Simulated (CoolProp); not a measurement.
Model: reference Helmholtz-energy equation of state, Smukala 2000, in CoolProp.

### Question
Give the vapour pressure (kPa), liquid cp (kJ/(kg K)), vapour Z, surface tension (mN/m) of saturated ethylene at -40.85, -33.65 °C.

### Answer
```
T (°C)  p (kPa)  liquid cp (kJ/(kg K))  vapour Z  surface tension (mN/m)
------  -------  ---------------------  --------  ----------------------
-40.85     1420                   2.88     0.790                    6.30
-33.65     1750                   3.03     0.756                    5.25
```

Surface tension comes from a separate correlation (Mulero 2012).
